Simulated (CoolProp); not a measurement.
The fluid at 298.15 K and 2.22 MPa (liquid) is heated at constant pressure to 497.3 K. The same conditions are run with several fluids, on thermodynamics alone (safety and materials aside).

Values from CoolProp's reference Helmholtz-energy equation of state of each fluid (R22: Kamei 1995; n-undecane: Aleksandrov 2011; sulfur dioxide: Gao 2016; n-hexane: Thol 2019).

Rank R22, n-undecane, sulfur dioxide, n-hexane by heat (kJ/kg), highest first.

n-hexane (718), n-undecane (515), sulfur dioxide (486), R22 (341)

```csv
fluid,final phase,final density (kg/m³)
R22,gas,49.0
n-undecane,liquid,579
sulfur dioxide,gas,36.6
n-hexane,gas,74.0
```
